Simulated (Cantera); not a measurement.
A perfectly stirred reactor is fed with 3.03 % CH4, 1.66 % H2, 16.0 % O2, 60.2 % N2, 19.1 % CO2, at 1.00 bar; it is adiabatic with a 575 K inlet, and is followed from long to short residence time, starting on the burning branch (τ in s: 0.27, 0.09, 0.03, 0.01, 0.0035, 0.0012, 0.0004, 0.00013, 4.5e-05).

Computed with Cantera and GRI-Mech 3.0 (53 species, 325 reactions).

### Question
Predict: blow-out, bracketed by the residence times tried; x(CH4) at τ = 0.270 s; x(H2) at τ = 0.270 s; x(O2) at τ = 0.270 s; x(O) at τ = 0.270 s; x(CH3) at τ = 0.270 s; x(CH4) at τ = 3.50 ms; x(H2) at τ = 3.50 ms; x(O2) at τ = 3.50 ms.

### Answer
- blow-out, bracketed by the residence times tried = burning at 10.0 ms, out at 3.50 ms
- x(CH4) at τ = 0.270 s = 3.06e-5
- x(H2) at τ = 0.270 s = 3.58e-5
- x(O2) at τ = 0.270 s = 0.0922
- x(O) at τ = 0.270 s = 1.87e-5
- x(CH3) at τ = 0.270 s = 2.43e-6
- x(CH4) at τ = 3.50 ms = 0.0303
- x(H2) at τ = 3.50 ms = 0.0166
- x(O2) at τ = 3.50 ms = 0.160
